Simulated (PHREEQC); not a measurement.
# Nickel, zinc or cadmium bath

Dissolve 35 mmol/kgw CdSO4, 29 mmol/kgw Na2SO4 and 1.8 mmol/kgw HCl at 25 °C. It is in equilibrium with CO2 at log p = -3.4 (atm). Otherwise closed; pH follows from the charge balance.

Model: ion-association model, phreeqc.dat, run in PHREEQC.

Each row changes one thing in this solution. This is a speciation only: nothing precipitates in the calculation.

| case | pH | ionic strength (mol/kgw) | Na+ (mol/kgw) | SO4-2 (mol/kgw) | CdSO4 (mol/kgw) | Cd+2 (mol/kgw) | SI of Otavite (CdCO3) | SI of Halite (NaCl) |
|---|---|---|---|---|---|---|---|---|
| as made | 3.17 | 0.137 | 0.0549 | 0.0338 | 0.0149 | 0.0139 | -5.43 | -5.98 |
| 0.0063 mol/kgw Zn(NO3)2 added | 3.15 | 0.148 | 0.0551 | 0.0319 | 0.0144 | 0.0149 | -5.45 | -5.99 |
| HCl from 0.0018 to 0.00162 mol/kgw | 3.22 | 0.137 | 0.0549 | 0.0338 | 0.0150 | 0.0139 | -5.34 | -6.02 |
| temperature from 25 to 40 °C | 3.25 | 0.136 | 0.0547 | 0.0337 | 0.0154 | 0.0138 | -5.28 | -6.00 |
| Na2SO4 from 0.029 to 0.0145 mol/kgw | 3.12 | 0.105 | 0.0278 | 0.0246 | 0.0146 | 0.0157 | -5.46 | -6.28 |
| diluted 100-fold with water | 4.78 | 0.00214 | 0.000579 | 0.000601 | 3.61e-5 | 0.000313 | -3.49 | -9.61 |
| diluted 5-fold with water | 3.67 | 0.0329 | 0.0113 | 0.00914 | 0.00272 | 0.00394 | -4.80 | -7.18 |

Species that the database lacks are ignored. Away from 25 °C the constants follow the database's enthalpies or fits; those with neither stay at their 25 °C values.
